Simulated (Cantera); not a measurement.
MgO + F₂ + H₂ (oxide etching and cleaning by halides)

Input: 1 mol MgO, 0.82 mol F₂, a varied amount of H₂, at 1200 °C and 1.33 mbar.

These are equilibrium values from Cantera (NASA tables, ideal gas, pure condensed phases), not measurements of a reactor. Candidate condensed phases: H₂O, Mg, MgF₂, MgO, Mg(OH)₂; 31 gas species. Mutual solubility and eutectic melting of coexisting phases are not modelled. Kinetics and transport are ignored.

| n(H₂) (mol) | x HF | x H₂ | x O₂ | x MgF₂ | x H₂O | n MgF₂(s) | n MgO(s) |
|---|---|---|---|---|---|---|---|
| 0.35 | 0.714 | 9.36e-7 | 0.249 | 0.0240 | 0.0130 | 0.460 | 0.518 |
| 0.42 | 0.770 | 1.24e-6 | 0.191 | 0.0240 | 0.0151 | 0.391 | 0.584 |
| 0.51 | 0.827 | 1.73e-6 | 0.131 | 0.0240 | 0.0175 | 0.302 | 0.669 |
| 0.62 | 0.882 | 2.61e-6 | 0.0743 | 0.0240 | 0.0198 | 0.194 | 0.773 |
| 0.76 | 0.934 | 5.75e-6 | 0.0193 | 0.0240 | 0.0223 | 0.0573 | 0.905 |
| 0.92 | 0.898 | 0.0574 | 1.93e-10 | 0.0222 | 0.0222 | 0 | 0.961 |
| 1.1 | 0.814 | 0.146 | 2.46e-11 | 0.0201 | 0.0202 | 0 | 0.961 |
| 1.4 | 0.704 | 0.261 | 5.74e-12 | 0.0174 | 0.0174 | 0 | 0.961 |
| 1.7 | 0.620 | 0.349 | 2.49e-12 | 0.0153 | 0.0154 | 0 | 0.961 |
| 2 | 0.554 | 0.418 | 1.39e-12 | 0.0137 | 0.0137 | 0 | 0.961 |
| 2.5 | 0.471 | 0.506 | <1e-12 | 0.0116 | 0.0117 | 0 | 0.961 |
| 3 | 0.409 | 0.570 | <1e-12 | 0.0101 | 0.0102 | 0 | 0.961 |
x: gas mole fraction; n: condensed amount in mol.

From 0.35 mol H₂ to 0.76 mol H₂ the condensed part is MgF₂(s) + MgO(s). From 0.92 mol H₂ to 3 mol H₂ the condensed part is MgO(s). The main Mg-bearing gas is MgF₂ throughout.
